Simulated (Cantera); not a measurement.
Mixture: 3.41 % CH₄, 4.43 % CO, 16.4 % O₂, 75.7 % N₂, equivalence ratio 0.55, at 1.40 bar, adiabatic and at constant pressure. Ignition delay is the time to a rise of 400 K.

Computed with Cantera and GRI-Mech 3.0 (53 species, 325 reactions).

**Question.** At T0 = 1675 K, what is the delay, and which 7 reactions control it most (d ln τ / d ln k, from doubling and halving each rate constant)?

**Answer.** The delay is 0.190 ms.
```
reaction                  d ln τ / d ln k   faster rate
------------------------  ---------------  ------------
H + O2 <=> O + OH                   -0.38   shortens it
CH3 + O2 <=> CH3O + O               -0.36   shortens it
CH4 + H <=> CH3 + H2                 0.26  lengthens it
CH4 + OH <=> CH3 + H2O               0.16  lengthens it
CO + OH <=> CO2 + H                 -0.12   shortens it
CH3 + HO2 <=> CH3O + OH             -0.12   shortens it
2 CH3 (+M) <=> C2H6 (+M)             0.11  lengthens it
```
